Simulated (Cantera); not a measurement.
An adiabatic, constant-volume homogeneous reactor starts with C3H8 : O2 : N2 = 1 : 9.26 : 34.8 (molar parts), at 1175 K and 270000 Pa.

Computed with Cantera and GRI-Mech 3.0 (53 species, 325 reactions). GRI-Mech 3.0 was tuned for natural gas; its chemistry of propane as a main component is partial and can be far from experiment.

Q: Predict: time of steepest temperature rise; temperature at 0.400 s; equilibrium temperature; x(O2) at 0.400 s; x(O) at 0.400 s; x(NO2) at 0.400 s; x(H2O) at 0.400 s.

A: 
```json
{
  "time_of_steepest_temperature_rise": "5.52 ms",
  "temperature at 0.400 s": "2518 K",
  "equilibrium_temperature": "2518 K",
  "x(O2) at 0.400 s": "0.0842 (gas-phase equilibrium 0.0842)",
  "x(O) at 0.400 s": "0.00189 (gas-phase equilibrium 0.00189)",
  "x(NO2) at 0.400 s": "1.97e-5 (gas-phase equilibrium 1.97e-5)",
  "x(H2O) at 0.400 s": "0.0820 (gas-phase equilibrium 0.0820)"
}
```
